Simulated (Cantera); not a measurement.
What does this Cantera script print?

```python
import numpy as np
import cantera as ct

gas_names = """
    H H2 Pb Pb2
""".split()
cond_names = """
    Pb(cr) Pb(L)
""".split()


# ... load() reads the species with a 1 bar reference pressure and builds the phases ...
atoms = {
    'Pb': {'Pb': 1},
    'H2': {'H': 2},
}
top_T = {}  # K; cautious upper limits of use, not melting points


# ... equilibrate(T, P, feed) seeds the gas with the atoms and calls Mixture.equilibrate('TP', solver="vcs", rtol=1e-11, max_steps=5000) ...
results = []
feed = {'Pb': 1, 'H2': 30}  # mol
P = 2700  # Pa
for T in [900, 975, 1050, 1125, 1200, 1275, 1350, 1425, 1500]:
    mix = equilibrate(T, P, feed)
    results.append((T, P, feed, dict(zip(mix.species_names, mix.species_moles))))

top = {s: max(r[3][s] / sum(r[3][g] for g in gas_names) for r in results) for s in gas_names}
cols = sorted((s for s in top if top[s] > 1e-06), key=lambda s: -top[s])[:9]
seen = [c for c in cond_names if any(r[3].get(c, 0) > 1e-12 for r in results)]
print("log10 of partial pressures in bar; condensed amounts in mol")
print(f"{'T/K':>10s}" + "".join(f"{s[:9]:>10s}" for s in cols + seen))
for T, P, feed, n in results:
    ng = sum(n[g] for g in gas_names)
    print(f"{T:10.4g}" + "".join(f"{np.log10(max(n[s] / ng * P / 1e5, 1e-99)):10.3f}" for s in cols)
          + "".join(f"{n.get(c, 0):10.4g}" for c in seen))
```

It prints:

```
log10 of partial pressures in bar; condensed amounts in mol
       T/K        H2        Pb         H       Pb2     Pb(L)
       900    -1.569    -5.864   -10.717   -12.090    0.9985
       975    -1.569    -5.038    -9.726   -10.706    0.9898
      1050    -1.569    -4.332    -8.876    -9.526    0.9482
      1125    -1.572    -3.723    -8.138    -8.507    0.7883
      1200    -1.579    -3.192    -7.494    -7.620    0.2679
      1275    -1.583    -3.060    -6.924    -7.512         0
      1350    -1.583    -3.060    -6.414    -7.651         0
      1425    -1.583    -3.060    -5.958    -7.776         0
      1500    -1.583    -3.060    -5.546    -7.888         0
```

Equilibrium computed with Cantera from the NASA thermochemical tables; the gas is ideal and each condensed phase is pure.
